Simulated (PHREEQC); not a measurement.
**Alkaline etch or developer: an equilibrium model**

Consider water at 65 °C with 3.1 mmol/kgw LiOH, 0.74 mmol/kgw H3BO3 and 9.2 mmol/kgw K2CO3. Closed to the air; pH follows from the charge balance.

The numbers come from PHREEQC with the ion-association model, phreeqc.dat.

No solid was allowed to form.

### Question
Predict the pH, ionic strength, specific conductance.

### Answer
pH 10.47; ionic strength 0.0287 mol/kgw; specific conductance 6110 µS/cm.

### Question
In which forms is B present?

### Answer
H2BO3- 97 %, H3BO3 2.5 % of the B.

Complexes and solids missing from the database can't appear. Away from 25 °C the constants follow the database's enthalpies or fits; those with neither stay at their 25 °C values.
